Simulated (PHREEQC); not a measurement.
A solution holds 0.24 mol/kgw Na2CO3 and 0.0001 mol/kgw (CH3)4NCl, at 25 °C. Closed to the air; pH follows from the charge balance.

All values are PHREEQC results (ion-association model, phreeqc.dat), not measurements.

pH: 11.34
ionic strength: 0.433 mol/kgw
activity of water: 0.990
specific conductance: 22200 µS/cm
density: 1.023 g/cm³
total alkalinity: 480 meq/kg

| species | molality | activity | log γ |
|---|---|---|---|
| Na+ | 0.338 | 0.243 | -0.143 |
| NaCO3- | 0.141 | 0.103 | -0.136 |
| CO3-2 | 0.0950 | 0.0228 | -0.620 |
| OH- | 0.00343 | 0.00221 | -0.191 |
| HCO3- | 0.00315 | 0.00221 | -0.155 |
| NaHCO3 | 0.000274 | 0.000302 | 0.043 |
| Cl- | 0.000100 | 6.60e-5 | -0.181 |
| (CH3)4N+ | 0.000100 | 6.61e-5 | -0.180 |

This is a speciation only: nothing precipitates in the calculation. (CH3)4N+ isn't in the database: it is added as a free cation with an ion size of 4 Å.
